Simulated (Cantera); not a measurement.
Thermodynamics of nitride etching, feed AlN + H2

Input: 1 mol AlN, 14 mol H2, held at 10000 Pa.

Method: chemical equilibrium by Gibbs-energy minimisation in Cantera with the NASA 1993 tables (ideal gas, pure condensed phases). Candidate condensed phases: Al, AlN; 13 gas species. Equilibrium is a limit: real reactors are often held back by kinetics, nucleation or transport.

```
T (K)  log p H2  log p Al  log p N2  log p H  log p AlH  log p Al2  log p NH3  log p NH2  n AlN(s)
-----  --------  --------  --------  -------  ---------  ---------  ---------  ---------  --------
800       -1.00      <-13      <-13   -12.04       <-13       <-13       <-13       <-13      1.00
900       -1.00      <-13      <-13   -10.43       <-13       <-13       <-13       <-13      1.00
1000      -1.00      <-13      <-13    -9.14     -12.65       <-13     -12.59       <-13      1.00
1100      -1.00    -11.95    -12.72    -8.09     -11.44       <-13     -11.36       <-13      1.00
1200      -1.00    -10.49    -10.57    -7.20     -10.27       <-13     -10.50       <-13      1.00
1300      -1.00     -9.07     -9.11    -6.46      -9.10       <-13      -9.96       <-13      1.00
1400      -1.00     -7.83     -7.94    -5.81      -8.06       <-13      -9.54       <-13     1.000
1500      -1.00     -6.75     -6.91    -5.25      -7.17     -12.51      -9.17     -12.99     1.000
1600      -1.00     -5.82     -6.02    -4.76      -6.39     -11.02      -8.84     -12.14     1.000
1700      -1.00     -4.99     -5.22    -4.33      -5.71      -9.71      -8.55     -11.39     0.998
1800      -1.00     -4.27     -4.51    -3.95      -5.11      -8.55      -8.29     -10.72     0.991
1900      -1.00     -3.62     -3.87    -3.60      -4.57      -7.51      -8.06     -10.13     0.962
2000      -1.01     -3.04     -3.30    -3.29      -4.09      -6.59      -7.86      -9.59     0.858
2100      -1.03     -2.51     -2.78    -3.02      -3.67      -5.76      -7.70      -9.12     0.513
```
log p: log10 of the partial pressure in bar; n: condensed amount in mol.

From 800 K to 2100 K the condensed part is AlN(s).
